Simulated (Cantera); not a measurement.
Cantera run:

```python
import numpy as np
import cantera as ct

gas_names = """
    F FO FO2 F2 F2O Mg MgF MgF2 MgO Mg2 Mg2F4 O O2 O3
""".split()
cond_names = """
    Mg(cr) Mg(L) MgF2(s) MgF2(L) MgO(s) MgO(L)
""".split()


# ... load() reads the species with a 1 bar reference pressure and builds the phases ...
atoms = {
    'MgO': {'Mg': 1, 'O': 1},
    'F2': {'F': 2},
}
top_T = {}  # K; cautious upper limits of use, not melting points


# ... equilibrate(T, P, feed) seeds the gas with the atoms and calls Mixture.equilibrate('TP', solver="vcs", rtol=1e-11, max_steps=5000) ...
results = []
T = 1898.15  # K
P = 5900  # Pa
for m in [0.76, 1.9, 3.1, 4.3, 5.5, 6.7, 7.9, 9.1]:
    feed = {'MgO': 1, 'F2': m}  # mol
    mix = equilibrate(T, P, feed)
    results.append((T, P, feed, dict(zip(mix.species_names, mix.species_moles))))

top = {s: max(r[3][s] / sum(r[3][g] for g in gas_names) for r in results) for s in gas_names}
cols = sorted((s for s in top if top[s] > 1e-05), key=lambda s: -top[s])[:7]
seen = [c for c in cond_names if any(r[3].get(c, 0) > 1e-12 for r in results)]
print("log10 of partial pressures in bar; condensed amounts in mol")
print(f"{'n(F2)':>10s}" + "".join(f"{s[:9]:>10s}" for s in cols + seen))
for T, P, feed, n in results:
    ng = sum(n[g] for g in gas_names)
    print(f"{feed['F2']:10.4g}" + "".join(f"{np.log10(max(n[s] / ng * P / 1e5, 1e-99)):10.3f}" for s in cols)
          + "".join(f"{n.get(c, 0):10.4g}" for c in seen))
```

Output:

```
log10 of partial pressures in bar; condensed amounts in mol
     n(F2)         F        O2      MgF2         O        F2     Mg2F4        FO   MgF2(L)    MgO(s)
      0.76    -5.077    -1.315    -1.979    -4.190   -12.250    -5.060    -9.077    0.6774      0.24
       1.9    -1.421    -1.978    -1.979    -4.521    -4.938    -5.060    -5.752    0.5007         0
       3.1    -1.362    -2.287    -1.986    -4.676    -4.820    -5.074    -5.848         0         0
       4.3    -1.318    -2.440    -2.138    -4.752    -4.732    -5.379    -5.881         0         0
       5.5    -1.296    -2.553    -2.251    -4.808    -4.688    -5.604    -5.915         0         0
       6.7    -1.283    -2.642    -2.340    -4.853    -4.662    -5.782    -5.946         0         0
       7.9    -1.274    -2.716    -2.414    -4.890    -4.644    -5.930    -5.975         0         0
       9.1    -1.268    -2.780    -2.477    -4.922    -4.631    -6.057    -6.000         0         0
```

These are equilibrium values from Cantera (NASA tables, ideal gas, pure condensed phases), not measurements of a reactor. Mutual solubility and eutectic melting of coexisting phases are not modelled.
